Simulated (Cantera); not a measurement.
Input: 1 mol PbS, 0.4 mol H2, held at 2173.15 K and 190000 Pa.

Method: chemical equilibrium by Gibbs-energy minimisation in Cantera with the NASA 1993 tables (ideal gas, pure condensed phases). Rates play no part.

```json
[
 {"species": "PbS", "before": "0.502", "after": "0.648"},
 {"species": "H2", "before": "0.230", "after": "0.226"},
 {"species": "H2S", "before": "0.0297", "after": "0.0726"},
 {"species": "Pb", "before": "0.163", "after": "0.0393"},
 {"species": "S2", "before": "0.0601", "after": "0.0126"},
 {"species": "SH", "before": "0.0120", "after": "0.00137"},
 {"species": "S", "before": "0.00161", "after": "1.27e-5"},
 {"species": "H", "before": "0.00168", "after": "2.43e-5"},
 {"species": "Pb2", "before": "0.000180", "after": "3.41e-5"},
 {"species": "Pb(l), mol", "before": "0", "after": "0.0802"}
]
```
Gas species are given as mole fractions.

Problem. Which change was made?
A) temperature from 2173.15 K to 1625 K
B) temperature from 2173.15 K to 600 K
C) temperature from 2173.15 K to 1725 K
D) temperature from 2173.15 K to 1273 K

Solution. A, temperature from 2173.15 K to 1625 K
